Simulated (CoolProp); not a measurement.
Vapour-liquid equilibrium of isohexane (1) + ethanol (2) at 0.354 MPa; x and y are mole fractions of (1).

The numbers come from the multi-fluid Helmholtz-energy mixture model, Lemmon 2006 and Schroeder 2014; pair parameters Bell 2016 in CoolProp.

```
x     bubble temperature (K)  y at the bubble point  dew temperature at overall composition x (K)  liquid density (mol/L)
----  ----------------------  ---------------------  --------------------------------------------  ----------------------
0.05                   380.4                  0.217                                         385.6                   14.43
0.2                    370.4                  0.489                                         381.0                   12.42
0.35                   367.9                  0.558                                         375.8                   10.74
0.5                    367.3                  0.584                                         370.0                   9.399
0.65                   367.3                  0.611                                         367.8                   8.353
0.8                    368.4                  0.676                                         372.0                   7.524
0.95                   374.1                  0.863                                         377.1                   6.816
```

y crosses x between x = 0.5 and 0.65: the model has an azeotrope there.

Pair parameters are fitted to limited data, so mixtures are less certain than the pure fluids.
